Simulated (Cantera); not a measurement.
Equilibrium for carbon deposition, reforming and gasification: CH4 + NH3

Feed: 1 mol CH4, 0.18 mol NH3, equilibrated at 34.0 bar.

Equilibrium computed with Cantera from the NASA thermochemical tables; the gas is ideal and each condensed phase is pure. Candidate condensed phases: C, C6H6, C7H8, C8H18; 110 gas species. Ions and electrons are included (thermal ionisation). The ideal-gas law is rough above about 30 bar. Kinetics and transport are ignored.

```tsv
T (°C)	log p H2	log p H	log p C2H2 (acetylene)	log p HCN	log p C2H	log p C	log p N2	log p C3	log p C2	log p C4H2	log p HNC	n C(graphite)
2727	1.47	-0.07	0.26	-0.03	-2.04	-4.30	-0.14	-3.51	-4.50	-1.33	-0.76	0.641
3227	1.37	0.46	0.68	0.10	-0.74	-2.54	-0.38	-1.57	-2.51	-0.39	-0.47	0
3727	1.30	0.85	0.57	0.05	-0.19	-1.43	-0.46	-0.76	-1.44	-0.54	-0.42	0
4227	1.16	1.12	0.30	-0.09	0.09	-0.63	-0.52	-0.30	-0.73	-0.95	-0.48	0
4727	0.96	1.29	-0.18	-0.32	0.09	-0.07	-0.55	-0.19	-0.33	-1.72	-0.64	0
```
log p: log10 of the partial pressure in bar; n: condensed amount in mol.

At 2727 °C the condensed part is C(graphite). From 3227 °C to 4727 °C nothing is condensed. The main C-bearing gas is C2H2 (acetylene) at 2727 °C and C2H at 4727 °C.
